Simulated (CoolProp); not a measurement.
Vapour pressure (bar) of R22: the reference equation beside estimates from Tc = 369.3 K, pc = 49.90 bar, ω = 0.221. Clausius-Clapeyron is anchored at 269.7 K with a constant enthalpy of vaporisation of 17.97 kJ/mol.

Values from CoolProp's reference Helmholtz-energy equation of state, Kamei 1995.

```
T (K)  reference  Lee-Kesler  Clausius-Clapeyron  van der Waals  Redlich-Kwong  Soave-Redlich-Kwong  Peng-Robinson
-----  ---------  ----------  ------------------  -------------  -------------  -------------------  -------------
242.4      1.588       1.577               1.803            ___          2.474                1.579          1.587
251.5      2.301       2.295               2.489          8.682          3.445                2.295          2.295
260.6      3.239       3.241               3.359          10.42          4.669                3.239          3.226
269.7      4.444       4.456               4.444          12.37          6.178                4.456          4.423
278.8      5.961       5.983               5.772          14.55          8.005                5.990          5.932
287.9      7.836         ___               7.375            ___          10.18                7.892          7.802
297        10.12       10.16               9.282          19.60          12.74                10.21          10.08
306.1      12.86       12.90               11.52          22.49          15.71                13.00          12.83
315.2      16.12       16.15               14.13            ___          19.12                16.31          16.11
324.4      19.99       20.01                 ___          29.08          23.04                20.25          20.01
333.5      24.46       24.46               20.58          32.76          27.41                24.78          24.52
342.6      29.64       29.63               24.45          36.70          32.31                30.01          29.75
351.7      35.61       35.60               28.78          40.93          37.75                35.98          35.76
```

### Question
What belongs in the gaps?

### Answer

- 242.4, van der Waals: 7.145
- 287.9, Lee-Kesler: 7.867
- 287.9, van der Waals: 16.96
- 315.2, van der Waals: 25.64
- 324.4, Clausius-Clapeyron: 17.16

Absolute difference from the reference over all 13 rows, mean and median: Lee-Kesler 0.2 and 0.3 %, Clausius-Clapeyron 10.2 and 10.4 %, van der Waals 125.7 and 93.7 %, Redlich-Kwong 27.8 and 25.9 %, Soave-Redlich-Kwong 0.8 and 0.9 %, Peng-Robinson 0.3 and 0.4 %.
